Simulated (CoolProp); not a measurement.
Vapour pressure (MPa) of toluene: the reference equation beside estimates from Tc = 318.6 °C, pc = 4.126 MPa, ω = 0.266.

Model: reference Helmholtz-energy equation of state, Lemmon 2006, in CoolProp. It is a short technical equation, of lower accuracy than the large ones.

| T (°C) | reference | Soave-Redlich-Kwong | Peng-Robinson |
|---|---|---|---|
| 162.05 | 0.3588 | 0.3609 | 0.3579 |
| 168.15 | 0.4078 | 0.4108 | 0.4070 |
| 174.15 | 0.4607 | 0.4649 | 0.4601 |
| 180.25 | 0.5197 | 0.5252 | 0.5194 |
| 186.35 | 0.5842 | 0.5912 | 0.5843 |
| 192.45 | 0.6545 | 0.6633 | 0.6552 |
| 198.55 | 0.7310 | 0.7418 | 0.7324 |
| 204.55 | 0.8126 | 0.8255 | 0.8148 |

Absolute difference from the reference over all 8 rows, mean and median: Soave-Redlich-Kwong 1.1 and 1.1 %, Peng-Robinson 0.2 and 0.2 %.
